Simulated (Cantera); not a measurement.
Feed: 1 mol SiCl4, 2.3 mol HCl, 10 mol H2, equilibrated at 0.220 bar.

Method: chemical equilibrium by Gibbs-energy minimisation in Cantera with the NASA 1993 tables (ideal gas, pure condensed phases). Candidate condensed phases: Si; 19 gas species. The tables' values for SiCl3 are old estimates; treat these amounts as uncertain. Equilibrium is a limit: real reactors are often held back by kinetics, nucleation or transport. All values below are at 1023 K.

Base state: H2 0.749, HCl 0.176, SiCl4 0.0724, SiHCl3 0.00261, SiCl3 0.000149, SiH2Cl2 1.04e-5 (mole fractions); condensed: gas only.

Question: What changes in the equilibrium state with this change: HCl from 2.3 to 3.6 mol?

Answer: 
```json
[
 {"species": "H2", "before": "0.749", "after": "0.683"},
 {"species": "HCl", "before": "0.176", "after": "0.248"},
 {"species": "SiCl4", "before": "0.0724", "after": "0.0668"},
 {"species": "SiH2Cl2", "before": "1.04e-5", "after": "4.01e-6"},
 {"species": "SiHCl3", "before": "0.00261", "after": "0.00156"},
 {"species": "SiCl3", "before": "0.000149", "after": "9.33e-5"}
]
```

Question: What changes in the equilibrium state with this change: HCl from 2.3 to 1.4 mol?

Answer: 
```json
[
 {"species": "H2", "before": "0.749", "after": "0.802"},
 {"species": "HCl", "before": "0.176", "after": "0.118"},
 {"species": "SiCl4", "before": "0.0724", "after": "0.0760"},
 {"species": "SiH2Cl2", "before": "1.04e-5", "after": "2.80e-5"},
 {"species": "SiCl2", "before": "6.51e-6", "after": "1.63e-5"}
]
```
